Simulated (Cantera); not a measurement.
Mixture: CH4 : C2H6 : C3H8 : O2 : N2 : H2O = 1 : 0.11 : 0.086 : 3.09 : 11.6 : 0.53 (molar parts), at 3.80 bar, adiabatic and at constant volume. Ignition delay is the time to a rise of 400 K.

Cantera simulation using GRI-Mech 3.0 (53 species, 325 reactions); the numbers are that mechanism's predictions, not measurements.

Question: What does this change do: 0.15 parts H2 added?

Answer: 
```tsv
quantity	before	after
delay at 1100 K	7.04 ms	4.16 ms
delay at 1250 K	0.944 ms	0.615 ms
delay at 1400 K	0.163 ms	0.129 ms
delay at 1550 K	39.2 µs	34.2 µs
delay at 1700 K	13.3 µs	12.1 µs
apparent activation energy between 1550 and 1700 K	160 kJ/mol	150 kJ/mol
```
